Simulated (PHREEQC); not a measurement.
PHREEQC input (Pitzer model, pitzer.dat):

```
SOLUTION 1
  temp 25
  units mol/kgw
  pH 7 charge
  Br 0.1394
  Na 0.132
  Cl 0.054
  K 0.042
  Mg 0.0097
  S(6) 0.0041
  Ca 0.0041
END
USE solution 1
INCREMENTAL_REACTIONS false
REACTION 1
  H2O -1
  0 9.886 18.011 24.689 30.178 34.689 38.397 41.444
  43.949 46.007 47.699 49.089 50.232 51.172 51.944 52.578
  53.1 53.528 moles
EQUILIBRIUM_PHASES 1
  Arcanite 0 0
  Bischofite 0 0
  Bloedite 0 0
  Brucite 0 0
  Carnallite 0 0
  Epsomite 0 0
  Glaserite 0 0
  Glauberite 0 0
  Gypsum 0 0
  Anhydrite 0 0
  Halite 0 0
  Hexahydrite 0 0
  Kainite 0 0
  Kieserite 0 0
  Leonite 0 0
  Mirabilite 0 0
  Misenite 0 0
  Polyhalite 0 0
  Portlandite 0 0
  Schoenite 0 0
  Sylvite 0 0
  Syngenite 0 0
  Thenardite 0 0
  MgCl2_4H2O 0 0
SELECTED_OUTPUT 1
  -reset false
  -pH true
  -pe true
  -ionic_strength true
  -water true
  -activities H2O
  -totals Br Ca Cl K Mg Na S
  -molalities H+ Na+ K+ Mg+2 Ca+2 Cl- SO4-2 Br- OH- HSO4-
    MgOH+
  -equilibrium_phases Arcanite Bischofite Bloedite Brucite Carnallite Epsomite Glaserite Glauberite Gypsum Anhydrite
    Halite Hexahydrite Kainite Kieserite Leonite Mirabilite Misenite Polyhalite Portlandite Schoenite
    Sylvite Syngenite Thenardite MgCl2_4H2O
PRINT
  -reset false
END
```

Selected output (columns that matter, 9 of 18 rows; water left (kg) added in front):

```
water left (kg)	pH	mu	Br	Ca	Cl	K	Mg	Na	S	m_H+	m_Na+	m_K+	la_H2O	Gypsum
1	6.9034	0.2195	0.1394	0.0041	0.054	0.042	0.0097	0.132	0.0041	1.5772e-07	0.132	0.042	-0.0027525	0
0.675514	6.8722	0.32494	0.20636	0.0060695	0.079939	0.062175	0.014359	0.19541	0.0060695	1.6878e-07	0.19541	0.062175	-0.0040665	0
0.456313	6.8295	0.48103	0.30549	0.0089851	0.11834	0.092042	0.021257	0.28928	0.0089851	1.8214e-07	0.28928	0.092042	-0.0060302	0
0.30824	6.77	0.71211	0.45225	0.013301	0.17519	0.13626	0.031469	0.42824	0.013301	1.9878e-07	0.42824	0.13626	-0.0089906	0
0.208215	6.6852	1.0542	0.6695	0.019691	0.25935	0.20171	0.046587	0.63396	0.019691	2.2063e-07	0.63396	0.20171	-0.013513	0
0.115613	6.4786	1.8986	1.2058	0.035463	0.46708	0.36328	0.083901	1.1417	0.035463	2.725e-07	1.1417	0.36328	-0.025526	0
0.0780853	6.2527	2.811	1.7852	0.052507	0.69155	0.53787	0.12422	1.6905	0.052507	3.3379e-07	1.6905	0.53787	-0.040089	0
0.0527079	5.8962	4.0658	2.6448	0.053119	1.0245	0.79684	0.18403	2.5044	0.053119	4.619e-07	2.5044	0.79684	-0.06454	0.0013002
0.0355475	5.3642	5.8873	3.9215	0.043449	1.5191	1.1815	0.27287	3.7133	0.043449	7.423e-07	3.7133	1.1815	-0.10797	0.0025555
```
